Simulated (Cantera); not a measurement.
A perfectly stirred reactor is fed with H₂ : O₂ : N₂ = 1 : 0.357 : 1.34 (molar parts), at 548 Torr; it is adiabatic with a 450 K inlet, and is followed from long to short residence time, starting on the burning branch (τ in s: 0.31, 0.081, 0.022, 0.0057, 0.0015, 0.0004, 0.00011, 2.8e-05, 7.3e-06).

Cantera simulation using the H2/O2 subset of GRI-Mech 3.0, which has no nitrogen chemistry; the numbers are that mechanism's predictions, not measurements.

### Question
What does this change do: pressure from 548 Torr to 12800 Torr?

### Answer
```tsv
quantity	before	after
blow-out, bracketed by the residence times tried	burning at 28.0 µs, out at 7.30 µs	burning at 7.30 µs, the shortest tried
x(H₂) at τ = 0.310 s	0.120	0.122
x(O₂) at τ = 0.310 s	0.000113	6.89e-6
x(H) at τ = 0.310 s	0.00645	0.00152
x(O) at τ = 0.310 s	0.000104	5.94e-6
x(HO₂) at τ = 0.310 s	6.11e-8	1.69e-8
x(H₂) at τ = 1.50 ms	0.115	0.122
x(O₂) at τ = 1.50 ms	0.00217	0.000122
x(H) at τ = 1.50 ms	0.0306	0.00228
x(O) at τ = 1.50 ms	0.00183	1.37e-5
x(HO₂) at τ = 1.50 ms	1.06e-6	1.51e-7
```
The hydrogen kinetics of GRI-Mech 3.0 are dated; newer H2 mechanisms differ, most at raised pressure. The pressure lies above the range GRI-Mech 3.0 was tuned for (to about 10 atm).

### Question
What does this change do: inlet temperature 450 to 650 K?

### Answer
| quantity | before | after |
|---|---|---|
| blow-out, bracketed by the residence times tried | burning at 28.0 µs, out at 7.30 µs | burning at 28.0 µs, out at 7.30 µs |
| x(H₂) at τ = 0.310 s | 0.120 | 0.120 |
| x(O₂) at τ = 0.310 s | 0.000113 | 0.000319 |
| x(H) at τ = 0.310 s | 0.00645 | 0.0105 |
| x(O) at τ = 0.310 s | 0.000104 | 0.000311 |
| x(HO₂) at τ = 0.310 s | 6.11e-8 | 1.77e-7 |
| x(H₂) at τ = 1.50 ms | 0.115 | 0.116 |
| x(O₂) at τ = 1.50 ms | 0.00217 | 0.00249 |
| x(H) at τ = 1.50 ms | 0.0306 | 0.0319 |
| x(O) at τ = 1.50 ms | 0.00183 | 0.00226 |
| x(HO₂) at τ = 1.50 ms | 1.06e-6 | 1.10e-6 |
